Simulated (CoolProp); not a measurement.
Vapour-liquid equilibrium of benzene (1) + n-nonane (2) at 128.45 °C; x and y are mole fractions of (1).

Model: multi-fluid Helmholtz-energy mixture model, Thol 2012 and Lemmon 2006; pair parameters Bell 2016, in CoolProp.

```csv
x,bubble pressure (MPa),y at the bubble point,dew pressure at overall composition x (MPa),liquid density (mol/L)
0.05,0.07743,0.328,0.05656,5.031
0.125,0.1094,0.551,0.06103,5.232
0.2,0.1379,0.666,0.06624,5.450
0.275,0.1635,0.737,0.07240,5.685
0.35,0.1869,0.786,0.07978,5.941
0.425,0.2086,0.824,0.08879,6.221
0.5,0.2292,0.854,0.1000,6.528
0.575,0.2491,0.881,0.1144,6.867
0.65,0.2688,0.904,0.1332,7.241
0.725,0.2886,0.926,0.1588,7.658
0.8,0.3087,0.947,0.1945,8.125
0.875,0.3295,0.967,0.2447,8.650
0.95,0.3510,0.987,0.3119,9.245
```

No azeotrope shows between x = 0.05 and 0.95.

The pair parameters rest on a limited set of measurements; away from them the model extrapolates.
